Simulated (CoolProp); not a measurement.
A single-stage vapour-compression cycle with R410A: evaporating at 280.15 K (dew point), condensing at 322.15 K (bubble point), superheat 8 K, subcooling 8 K, compressor efficiency 0.6, no pressure losses. Each further row changes one setting.

Values from CoolProp's reference Helmholtz-energy equation of state, Lemmon 2003. It is a pseudo-pure fit of the blend.

```json
[
 {"case": "as stated", "cooling COP": "3.12", "pressure ratio": "3.03", "discharge temperature (K)": "364.3", "refrigerating effect (kJ/kg)": "165", "volumetric capacity (kJ/m³)": "5940"},
 {"case": "evaporating temperature 285.15 K", "cooling COP": "3.68", "pressure ratio": "___", "discharge temperature (K)": "___", "refrigerating effect (kJ/kg)": "167", "volumetric capacity (kJ/m³)": "6980"},
 {"case": "condensing temperature 317.15 K", "cooling COP": "3.69", "pressure ratio": "___", "discharge temperature (K)": "355.9", "refrigerating effect (kJ/kg)": "174", "volumetric capacity (kJ/m³)": "___"},
 {"case": "subcooling 13 K", "cooling COP": "___", "pressure ratio": "3.03", "discharge temperature (K)": "364.3", "refrigerating effect (kJ/kg)": "174", "volumetric capacity (kJ/m³)": "6280"},
 {"case": "superheat 18 K", "cooling COP": "___", "pressure ratio": "3.03", "discharge temperature (K)": "376.2", "refrigerating effect (kJ/kg)": "___", "volumetric capacity (kJ/m³)": "5950"},
 {"case": "compressor efficiency 0.5", "cooling COP": "2.60", "pressure ratio": "3.03", "discharge temperature (K)": "___", "refrigerating effect (kJ/kg)": "165", "volumetric capacity (kJ/m³)": "5940"}
]
```

Task: Some entries are withheld; supply them.

Result: 
- evaporating temperature 285.15 K, pressure ratio: 2.61
- evaporating temperature 285.15 K, discharge temperature (K): 359.4
- condensing temperature 317.15 K, pressure ratio: 2.69
- condensing temperature 317.15 K, volumetric capacity (kJ/m³): 6270
- subcooling 13 K, cooling COP: 3.30
- superheat 18 K, cooling COP: 3.11
- superheat 18 K, refrigerating effect (kJ/kg): 176
- compressor efficiency 0.5, discharge temperature (K): 373.0
